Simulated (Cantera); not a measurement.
# Reactions in the system Na-O-S

Standard-state values (1 bar) from the NASA 1993 polynomials, evaluated with Cantera. Values are per mole of reaction as written; species without (g) are pure solids or liquids, kept so even where they would boil at 1 bar.

3 Na2SO4 + 4 S ⇌ 4 SO3(g) + 3 Na2S

```
T (K)  ΔH° (kJ)  ΔS° (J/K)  ΔG° (kJ)  log10 K          condensed phases
-----  --------  ---------  --------  -------  ------------------------
300      1482.1      738.6    1260.5  -219.47  Na2SO4(s), S(s), Na2S(s)
498      1457.2      677.6    1119.7  -117.44  Na2SO4(s), S(l), Na2S(s)
548      1417.0      599.7    1088.3  -103.74  Na2SO4(s), S(l), Na2S(s)
598      1409.8      587.0    1058.7   -92.47  Na2SO4(s), S(l), Na2S(s)
648      1403.2      576.5    1029.6   -82.99  Na2SO4(s), S(l), Na2S(s)
698      1397.1      567.5    1001.0   -74.91  Na2SO4(s), S(l), Na2S(s)
748      1391.2      559.4     972.9   -67.94  Na2SO4(s), S(l), Na2S(s)
798      1385.2      551.6     945.1   -61.86  Na2SO4(s), S(l), Na2S(s)
```
